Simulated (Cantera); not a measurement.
Cantera run:

```python
import numpy as np
import cantera as ct

gas_names = """
    CL CL2 H HCL H2 N NH NH2 NH3 N2 N2H2 N2H4 Si SiCL SiCL2 SiCL3 SiCL4 SiH SiHCL3 SiH2 SiH2CL2 SiH3
    SiH3CL SiH4 SiN Si2 Si2N Si3
""".split()
cond_names = """
    NH4CL(a) NH4CL(b) Si(cr) Si(L) Si3N4(a)
""".split()


def load(file, names, dense=False):
    # The tables refer to 1 bar. Condensed volumes are neglected.
    table = {s.name: s for s in ct.Species.list_from_file(file)}
    out = []
    for n in names:
        d = dict(table[n].input_data)
        d["thermo"] = dict(d["thermo"], **{"reference-pressure": 1e5})
        if dense:
            d["equation-of-state"] = {"model": "constant-volume", "density": "1e6 g/cm^3"}
        out.append(ct.Species.from_dict(d))
    return out


gas = ct.Solution(thermo="ideal-gas", species=load("nasa_gas.yaml", gas_names))
cond = {s.name: ct.Solution(thermo="fixed-stoichiometry", species=[s], name=s.name)
        for s in load("nasa_condensed.yaml", cond_names, dense=True)}
atoms = {
    'SiCl4': {'Si': 1, 'CL': 4},
    'N2': {'N': 2},
    'H2': {'H': 2},
}
top_T = {'Si3N4(a)': 2400}  # K; cautious upper limits of use, not melting points


def equilibrate(T, P, feed):
    n = {}
    for name, mol in feed.items():
        for a, k in atoms[name].items():
            n[a] = n.get(a, 0.0) + k * mol
    gas.TPX = T, P, n
    mass = sum(n.values()) * gas.mean_molecular_weight
    gas.equilibrate("TP")
    valid = [c for c in cond.values() if c.min_temp <= T <= top_T.get(c.name, c.max_temp)]
    mix = ct.Mixture([(gas, mass / gas.mean_molecular_weight)] + [(c, 0.0) for c in valid])
    mix.T, mix.P = T, P
    mix.equilibrate("TP", solver="vcs", rtol=1e-11, max_steps=5000)
    return mix


results = []
feed = {'SiCl4': 1, 'N2': 1.4, 'H2': 66}  # mol
for P in [5, 21, 85, 350, 1400, 5900, 24000, 100000]:
    for T in [923, 973, 1023, 1073, 1123, 1173, 1223, 1273, 1323, 1373, 1423]:
        mix = equilibrate(T, P, feed)
        results.append((T, P, feed, dict(zip(mix.species_names, mix.species_moles))))

for T, P, feed, n in results:
    print(f"{T:7g} {P:10.4g}  " + (" + ".join(c for c in cond_names if n.get(c, 0) > 1e-12) or "gas only"))
```

It prints:

```
    923          5  Si3N4(a)
    973          5  Si3N4(a)
   1023          5  Si3N4(a)
   1073          5  Si3N4(a)
   1123          5  Si3N4(a)
   1173          5  Si3N4(a)
   1223          5  Si3N4(a)
   1273          5  Si3N4(a)
   1323          5  Si(cr) + Si3N4(a)
   1373          5  Si(cr)
   1423          5  Si(cr)
    923         21  Si3N4(a)
    973         21  Si3N4(a)
   1023         21  Si3N4(a)
   1073         21  Si3N4(a)
   1123         21  Si3N4(a)
   1173         21  Si3N4(a)
   1223         21  Si3N4(a)
   1273         21  Si3N4(a)
   1323         21  Si3N4(a)
   1373         21  Si3N4(a)
   1423         21  Si(cr)
    923         85  Si3N4(a)
    973         85  Si3N4(a)
   1023         85  Si3N4(a)
   1073         85  Si3N4(a)
   1123         85  Si3N4(a)
   1173         85  Si3N4(a)
   1223         85  Si3N4(a)
   1273         85  Si3N4(a)
   1323         85  Si3N4(a)
   1373         85  Si3N4(a)
   1423         85  Si3N4(a)
    923        350  Si3N4(a)
    973        350  Si3N4(a)
   1023        350  Si3N4(a)
   1073        350  Si3N4(a)
   1123        350  Si3N4(a)
   1173        350  Si3N4(a)
   1223        350  Si3N4(a)
   1273        350  Si3N4(a)
   1323        350  Si3N4(a)
   1373        350  Si3N4(a)
   1423        350  Si3N4(a)
    923       1400  Si3N4(a)
    973       1400  Si3N4(a)
   1023       1400  Si3N4(a)
   1073       1400  Si3N4(a)
   1123       1400  Si3N4(a)
   1173       1400  Si3N4(a)
   1223       1400  Si3N4(a)
   1273       1400  Si3N4(a)
   1323       1400  Si3N4(a)
   1373       1400  Si3N4(a)
   1423       1400  Si3N4(a)
    923       5900  Si3N4(a)
    973       5900  Si3N4(a)
   1023       5900  Si3N4(a)
   1073       5900  Si3N4(a)
   1123       5900  Si3N4(a)
   1173       5900  Si3N4(a)
   1223       5900  Si3N4(a)
   1273       5900  Si3N4(a)
   1323       5900  Si3N4(a)
   1373       5900  Si3N4(a)
   1423       5900  Si3N4(a)
    923    2.4e+04  Si3N4(a)
    973    2.4e+04  Si3N4(a)
   1023    2.4e+04  Si3N4(a)
   1073    2.4e+04  Si3N4(a)
   1123    2.4e+04  Si3N4(a)
   1173    2.4e+04  Si3N4(a)
   1223    2.4e+04  Si3N4(a)
   1273    2.4e+04  Si3N4(a)
   1323    2.4e+04  Si3N4(a)
   1373    2.4e+04  Si3N4(a)
   1423    2.4e+04  Si3N4(a)
    923      1e+05  Si3N4(a)
    973      1e+05  Si3N4(a)
   1023      1e+05  Si3N4(a)
   1073      1e+05  Si3N4(a)
   1123      1e+05  Si3N4(a)
   1173      1e+05  Si3N4(a)
   1223      1e+05  Si3N4(a)
   1273      1e+05  Si3N4(a)
   1323      1e+05  Si3N4(a)
   1373      1e+05  Si3N4(a)
   1423      1e+05  Si3N4(a)
```

Equilibrium computed with Cantera from the NASA thermochemical tables; the gas is ideal and each condensed phase is pure. N2 is the only nitrogen source here; it is nearly inert below about 1500 K, so the nitride shown seldom forms there in practice. Mutual solubility and eutectic melting of coexisting phases are not modelled. The tables' values for SiCl3 are old estimates.
